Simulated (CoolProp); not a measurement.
Vapour pressure (kPa) of ammonia: the reference equation beside estimates from Tc = 405.6 K, pc = 11360 kPa, ω = 0.256.

Values from CoolProp's reference Helmholtz-energy equation of state, Gao 2020.

```csv
T (K),reference,van der Waals,Soave-Redlich-Kwong
295.8,932.1,2800,936.9
301.1,1097,3055,1105
306.5,1287,3330,1299
311.8,1497,3615,1514
317.1,1732,3915,1754
322.4,1994,4230,2021
327.7,2284,4561,2318
333,2605,4908,2647
338.3,2959,5271,3008
343.6,3347,5650,3405
348.9,3772,6046,3838
354.2,4237,6458,4312
359.5,4742,6888,4826
```

Absolute difference from the reference over all 13 rows, mean and median: van der Waals 108.5 and 99.7 %, Soave-Redlich-Kwong 1.4 and 1.5 %.
